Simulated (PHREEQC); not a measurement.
Silver or lead bath (model solution)

Solution (17 °C): 0.00079 mol/kgw PbCl2 and 0.00026 mol/kgw Cu(NO3)2. Closed to the air; pH follows from the charge balance.

Computed with PHREEQC (ion-association model, phreeqc.dat).

* **pH**: 5.39
* **ionic strength**: 0.00308 mol/kgw
* **specific conductance**: 226 µS/cm

```tsv
species	molality	activity	log γ
Cl-	0.00155	0.00146	-0.026
Pb+2	0.000753	0.000592	-0.104
NO3-	0.000516	0.000485	-0.026
Cu+2	0.000258	0.000205	-0.101
PbCl+	2.98e-5	2.81e-5	-0.026
PbNO3+	4.51e-6	4.25e-6	-0.026
H+	4.28e-6	4.05e-6	-0.024
PbOH+	3.03e-6	2.85e-6	-0.026
CuCl+	5.71e-7	5.38e-7	-0.026
CuOH+	5.38e-7	5.06e-7	-0.026
```

No solid was allowed to form. Species that the database lacks are ignored.
